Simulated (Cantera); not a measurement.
Input (Python, Cantera) and output of one run.

```python
import numpy as np
import cantera as ct

gas_names = """
    H HNO HNO2 HNO3 HO2 H2 H2O H2O2 N NH NH2 NH3 NH2OH NO NO2 NO3 N2 N2H2 N2H4 N2O O OH O2 O3 V VN VO
    VO2
""".split()
cond_names = """
    H2O(s) H2O(L) V(cr) V(L) VN(s) VO(s) VO(L) V2O3(s) V2O3(L) V2O4(I) V2O4(II) V2O4(L) V2O5(s) V2O5(L)
""".split()


# ... load() reads the species with a 1 bar reference pressure and builds the phases ...
atoms = {
    'V2O3': {'V': 2, 'O': 3},
    'H2': {'H': 2},
    'N2': {'N': 2},
}
top_T = {'VN(s)': 2300}  # K; cautious upper limits of use, not melting points


# ... equilibrate(T, P, feed) seeds the gas with the atoms and calls Mixture.equilibrate('TP', solver="vcs", rtol=1e-11, max_steps=5000) ...
results = []
feed = {'V2O3': 1, 'H2': 1.5, 'N2': 29}  # mol
T = 1700  # K
P = 13  # Pa
mix = equilibrate(T, P, feed)
results.append((T, P, feed, dict(zip(mix.species_names, mix.species_moles))))
print(gas.report(threshold=1e-06))
for i in range(1, mix.n_phases):
    print(f"{mix.phase(i).name:16s} {mix.phase_moles(i):12.5e} mol")
```

Output:

```
       temperature   1700 K
          pressure   13 Pa
           density   2.4586e-05 kg/m^3
  mean mol. weight   26.731 kg/kmol
   phase of matter   gas

                          1 kg             1 kmol
                     ---------------   ---------------
          enthalpy        1.7077e+06        4.5649e+07  J
   internal energy        1.1789e+06        3.1514e+07  J
           entropy             11943        3.1925e+05  J/K
    Gibbs function       -1.8595e+07       -4.9708e+08  J
 heat capacity c_p            1317.5             35217  J/K
 heat capacity c_v            1006.4             26903  J/K

                      mass frac. Y      mole frac. X     chem. pot. / RT
                     ---------------   ---------------   ---------------
                 H         0.0001059         0.0028083           -15.488
                H2         0.0035615          0.047223           -30.976
               H2O        0.00030959        0.00045939           -60.523
                N2           0.99457           0.94903           -35.406
                OH        8.9814e-07        1.4117e-06           -45.035
                VO         0.0001499        5.9859e-05           -41.152
               VO2         0.0013019        0.00041959             -70.7
     [  +21 minor]        1.1659e-06        7.0736e-07

V(cr)             0.00000e+00 mol
VN(s)             0.00000e+00 mol
VO(s)             3.91178e-02 mol
V2O3(s)           9.73108e-01 mol
V2O4(II)          0.00000e+00 mol
V2O5(L)           0.00000e+00 mol
```

Method: chemical equilibrium by Gibbs-energy minimisation in Cantera with the NASA 1993 tables (ideal gas, pure condensed phases). Mutual solubility and eutectic melting of coexisting phases are not modelled. VO: taken at fixed stoichiometry. Condensed phases not in the tables: the oxides between V2O3 and V2O5 other than VO2.
